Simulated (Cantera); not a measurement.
Input (Python, Cantera):

```python
import numpy as np
import cantera as ct

gas = ct.Solution("gri30.yaml")
gas.TPX = 1598, 45, {'C3H8': 1.5, 'H2': 18}
reactor = ct.IdealGasConstPressureReactor(gas, energy="off", clone=False)
net = ct.ReactorNet([reactor])
net.rtol, net.atol = 1e-08, 1e-18
show = ['C3H8', 'H2', 'C2H', 'C2H2', 'C2H4']
times = np.geomspace(5e-06, 1, 11)

steps = ct.SolutionArray(gas, extra=["t"])
rows = []
print(f"{'t/s':>10s}{'T/K':>9s}{'P/Pa':>11s}" + "".join(f"{s:>11s}" for s in show))
for t in times:
    while net.time < t:
        t_next = net.step()
        steps.append(gas.state, t=t_next)
    rows.append([np.interp(t, steps.t, y) for y in (steps.T, steps.P, *steps(*show).X.T)])
    print(f"{t:10.3e}{rows[-1][0]:9.1f}{rows[-1][1]:11.4g}" + "".join(f"{x:11.3e}" for x in rows[-1][2:]))
rate = np.gradient(steps.T, steps.t)
print("integrator steps:", len(steps.t))
if steps.T.max() > steps.T[0] + 200:
    print(f"time of steepest temperature rise: {steps.t[rate.argmax()]:.4e} s")
gas.TPX = 1598, 45, {'C3H8': 1.5, 'H2': 18}
gas.equilibrate("TP")
print(f"equilibrium (TP): T = {gas.T:.1f} K  " + "  ".join(f"{s} {gas[s].X[0]:.3e}" for s in show))
```

Output:

```
       t/s      T/K       P/Pa       C3H8         H2        C2H       C2H2       C2H4
 5.000e-06   1598.0         45  7.689e-02  9.231e-01  1.410e-24  5.021e-14  8.251e-08
 1.695e-05   1598.0         45  7.682e-02  9.230e-01  1.836e-21  1.951e-12  9.447e-07
 5.743e-05   1598.0         45  7.657e-02  9.228e-01  1.840e-18  7.606e-11  1.086e-05
 1.947e-04   1598.0         45  7.567e-02  9.219e-01  1.198e-15  3.465e-09  1.338e-04
 6.598e-04   1598.0         45  7.185e-02  9.182e-01  8.501e-13  4.176e-07  1.759e-03
 2.236e-03   1598.0         45  5.412e-02  8.998e-01  4.713e-10  6.731e-05  1.411e-02
 7.579e-03   1598.0         45  5.074e-03  8.452e-01  1.870e-07  5.999e-03  4.728e-02
 2.569e-02   1598.0         45  3.475e-07  8.477e-01  5.823e-07  3.319e-02  2.623e-02
 8.706e-02   1598.0         45  7.030e-09  8.538e-01  4.017e-07  4.978e-02  1.062e-02
 2.951e-01   1598.0         45  2.191e-09  8.578e-01  2.825e-07  5.891e-02  2.649e-03
 1.000e+00   1598.0         45  9.432e-10  8.617e-01  2.266e-07  6.317e-02  6.470e-04
integrator steps: 857
equilibrium (TP): T = 1598.0 K  C3H8 3.822e-18  H2 9.039e-01  C2H 8.262e-07  C2H2 9.362e-02  C2H4 4.279e-06
```

Cantera simulation using GRI-Mech 3.0 (53 species, 325 reactions); the numbers are that mechanism's predictions, not measurements. GRI-Mech 3.0 was tuned for natural gas; its chemistry of propane as a main component is partial and can be far from experiment. GRI-Mech 3.0 stops at C3 and has no aromatics, soot or wall deposition, so with more carbon than oxygen in the feed, carbon stays in small species such as C2H2 where larger ones or solid carbon would form. Radical loss at walls, strong at low pressure, is not modelled.
